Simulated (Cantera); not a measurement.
**Transport properties of process gases**

Gas mixture: 30.5 % NO, 69.5 % O2, at 9.87 atm, frozen composition.

Cantera's kinetic-theory transport with the Lennard-Jones parameters of GRI-Mech 3.0, ideal gas; thermal conductivity in the mixture-averaged form. The composition is frozen, though it would react at the higher temperatures.

```csv
T (K),ρ (kg/m³),cp (J/kg/K),μ (µPa s),λ (mW/m/K),Pr,D (cm²/s) NO,D (cm²/s) CH3,D (cm²/s) H
400,9.44,958.0,24.9,33.4,0.713,0.0344,0.0381,0.212
550,6.86,999.1,31.1,43.9,0.708,0.0593,0.0662,0.369
700,5.39,1042,36.6,53.8,0.709,0.0892,0.0999,0.557
850,4.44,1076,41.7,63.2,0.710,0.124,0.139,0.773
1000,3.78,1103,46.4,72.1,0.710,0.162,0.182,1.01
1150,3.28,1122,50.8,80.5,0.708,0.205,0.230,1.28
```
D: mixture-averaged diffusion coefficient of that species in the mixture.
